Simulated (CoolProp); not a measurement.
Model: reference Helmholtz-energy equation of state, Tillner-Roth 1997, in CoolProp.

### Question
Give the vapour pressure (MPa), surface tension (mN/m), liquid viscosity (µPa s) of saturated CH2F2 (R32) at 270.2 K.

### Answer
```tsv
T (K)	p (MPa)	surface tension (mN/m)	liquid viscosity (µPa s)
270.2	0.739	11.5	158
```

Viscosity comes from a separate model (Bell 2016), an estimate that may be off by 10 % or more. Surface tension comes from a separate correlation (Mulero 2012).
